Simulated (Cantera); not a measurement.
# Equilibrium for iron carbonyl, mercury and lead vapours: HgO + H2

Input: 1 mol HgO, 0.037 mol H2, held at 15000 Pa.

These are equilibrium values from Cantera (NASA tables, ideal gas, pure condensed phases), not measurements of a reactor. Candidate condensed phases: H2O, Hg, HgO; 10 gas species. Rates play no part.

At 227 °C the condensed part is Hg(l) + HgO(s). At 302 °C the condensed part is HgO(s). From 377 °C to 1127 °C nothing is condensed. The main Hg-bearing gas is Hg throughout.

```tsv
T (°C)	x Hg	x H2O	x O2	x OH	x O	x H2	x HO2	x H	n Hg(l)	n HgO(s)
227	0.346	0.654	1.33e-7	<1e-12	<1e-12	<1e-12	<1e-12	<1e-12	0.0174	0.963
302	0.500	0.499	0.000737	<1e-12	<1e-12	<1e-12	<1e-12	<1e-12	0	0.963
377	0.659	0.0244	0.317	2.78e-12	<1e-12	<1e-12	<1e-12	<1e-12	0	0
452	0.659	0.0244	0.317	6.17e-11	<1e-12	<1e-12	<1e-12	<1e-12	0	0
527	0.659	0.0244	0.317	7.67e-10	<1e-12	<1e-12	7.18e-12	<1e-12	0	0
602	0.659	0.0244	0.317	6.21e-9	2.99e-12	<1e-12	3.98e-11	<1e-12	0	0
677	0.659	0.0244	0.317	3.61e-8	4.62e-11	2.04e-12	1.68e-10	<1e-12	0	0
752	0.659	0.0244	0.317	1.63e-7	4.80e-10	2.02e-11	5.77e-10	<1e-12	0	0
827	0.659	0.0244	0.317	5.98e-7	3.63e-9	1.47e-10	1.67e-9	<1e-12	0	0
902	0.659	0.0244	0.317	1.86e-6	2.12e-8	8.35e-10	4.24e-9	9.15e-12	0	0
977	0.659	0.0244	0.317	5.05e-6	1.01e-7	3.85e-9	9.60e-9	7.75e-11	0	0
1052	0.659	0.0244	0.317	1.23e-5	4.00e-7	1.50e-8	1.98e-8	5.17e-10	0	0
1127	0.659	0.0244	0.317	2.71e-5	1.38e-6	5.05e-8	3.79e-8	2.82e-9	0	0
```
x: gas mole fraction; n: condensed amount in mol.
